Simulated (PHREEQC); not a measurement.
A solution holds 0.0019 mol CuSO4, 0.00032 mol HBF4 and 0.28 mol KCl per kg of water, at 25 °C. Closed to the air; pH follows from the charge balance.

The numbers come from PHREEQC with the ion-association model, phreeqc.dat.

| quantity | before | after |
|---|---|---|
| pH | 3.21 | 4.92 |
| SO4-2 (mol/kgw) | 0.00125 | 1.86e-5 |
| F- (mol/kgw) | 0.000792 | 1.26e-5 |
| KSO4- (mol/kgw) | 0.000594 | 2.90e-7 |
| HF (mol/kgw) | 0.000461 | 2.12e-7 |
| HSO4- (mol/kgw) | 2.59e-5 | 1.82e-8 |
| SI of Sylvite (KCl) | -2.33 | -6.06 |

Question: Which change was made?
(A) diluted 100-fold with water
(B) CuSO4 replaced by CdSO4 at the same molality
(C) 0.024 mol/kgw NaNO3 added
(D) diluted 10-fold with water
(E) temperature from 25 to 55 °C

Answer: A, diluted 100-fold with water

This is a speciation only: nothing precipitates in the calculation. Real BF4- forms and hydrolyses slowly; the run takes it at equilibrium.
